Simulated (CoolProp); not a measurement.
Saturation properties of octamethylcyclotetrasiloxane (D4).

The numbers come from the reference Helmholtz-energy equation of state, Thol 2015 in CoolProp.

```tsv
T (K)	p (kPa)	vapour density (kg/m³)	liquid cp (kJ/(kg K))	surface tension (mN/m)
345.2	2.436	0.2529	1.757	14.5
355.2	3.968	0.4012	1.777	13.8
365.2	6.240	0.6154	1.799	13.1
375.2	9.505	0.9158	1.820	12.4
385.2	14.07	1.326	1.843	11.7
395.2	20.28	1.875	1.866	11.0
405.2	28.56	2.592	1.889	10.3
415.1	39.23	3.505	1.913	9.62
425.1	53.02	4.673	1.937	8.95
435.1	70.38	6.132	1.961	8.28
445.1	91.93	7.937	1.987	7.63
455.1	118.3	10.15	2.012	6.98
```

It boils at 448.9 K under 1 atm.

Surface tension comes from a separate correlation (Mulero 2014), older than this fluid's equation and unchecked against measurements.
